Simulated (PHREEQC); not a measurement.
Dissolve 0.001 mol/kgw Na2HAsO4, 0.0014 mol/kgw NaOH and 3.6e-05 mol/kgw CaCl2 at 90 °C. Closed to the air; pH follows from the charge balance.

Model: ion-association model, wateq4f.dat, run in PHREEQC.

- pH = 9.53
- ionic strength = 0.00459 mol/kgw
- total alkalinity = 2.40 meq/kg

| species | molality | activity | log γ |
|---|---|---|---|
| Na+ | 0.00340 | 0.00313 | -0.036 |
| OH- | 0.00136 | 0.00125 | -0.037 |
| HAsO4-2 | 0.000957 | 0.000685 | -0.145 |
| Cl- | 7.20e-5 | 6.62e-5 | -0.037 |
| AsO4-3 | 4.08e-5 | 1.92e-5 | -0.327 |
| Ca+2 | 3.60e-5 | 2.60e-5 | -0.141 |
| H2AsO4- | 2.53e-6 | 2.33e-6 | -0.036 |

Precipitation was switched off in this run. Complexes and solids missing from the database can't appear. Constants without temperature data keep their 25 °C values here. The database has no arsenate complexes of Ca.
